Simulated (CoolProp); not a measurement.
Computed with CoolProp (reference Helmholtz-energy equation of state, Lemmon 2006). It is a short technical equation, of lower accuracy than the large ones.

Task: Give the vapour pressure (bar), liquid density (kg/m³), vapour density (kg/m³), liquid cp (kJ/(kg K)) of saturated toluene at 505.4 K.

Result: 
```tsv
T (K)	p (bar)	liquid density (kg/m³)	vapour density (kg/m³)	liquid cp (kJ/(kg K))
505.4	12.8	630	36.9	2.56
```
